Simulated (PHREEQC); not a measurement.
Make-up at 28 °C: 0.64 mol/kgw HCl and 0.12 mol/kgw MgCl2. It is in equilibrium with CO2 at log p = -1 (atm). Otherwise closed; pH follows from the charge balance.

The numbers come from PHREEQC with the Pitzer model, pitzer.dat.

Precipitation was switched off in this run.

Question: Predict the pH, activity of water, osmotic coefficient.

Answer: pH 0.19; activity of water 0.971; osmotic coefficient 1.007.
